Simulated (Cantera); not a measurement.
An adiabatic, constant-volume homogeneous reactor starts with 34.2 % CO, 4.45 % H₂, 17.6 % O₂, 43.8 % N₂, at 1498 K and 9.87 atm.

Computed with Cantera and GRI-Mech 3.0 (53 species, 325 reactions). The hydrogen kinetics of GRI-Mech 3.0 are dated; newer H2 mechanisms differ, most at raised pressure. Above 3000 K some thermodynamic fits are extrapolated.

### Question
Predict: time of steepest temperature rise; temperature at 9.00 s; equilibrium temperature; x(CO) at 9.00 s; x(H₂) at 9.00 s; x(O₂) at 9.00 s; x(H) at 9.00 s; x(OH) at 9.00 s; x(NO) at 9.00 s; x(H₂O) at 9.00 s.

### Answer
```
Property                                                             Value
---------------------------------  ---------------------------------------
time of steepest temperature rise                                  2.61 µs
temperature at 9.00 s                                               3254 K
equilibrium temperature                                             3254 K
x(CO) at 9.00 s                        0.171 (gas-phase equilibrium 0.171)
x(H₂) at 9.00 s                    0.00364 (gas-phase equilibrium 0.00364)
x(O₂) at 9.00 s                      0.0469 (gas-phase equilibrium 0.0469)
x(H) at 9.00 s                     0.00447 (gas-phase equilibrium 0.00447)
x(OH) at 9.00 s                      0.0171 (gas-phase equilibrium 0.0171)
x(NO) at 9.00 s                      0.0234 (gas-phase equilibrium 0.0234)
x(H₂O) at 9.00 s                     0.0351 (gas-phase equilibrium 0.0351)
```
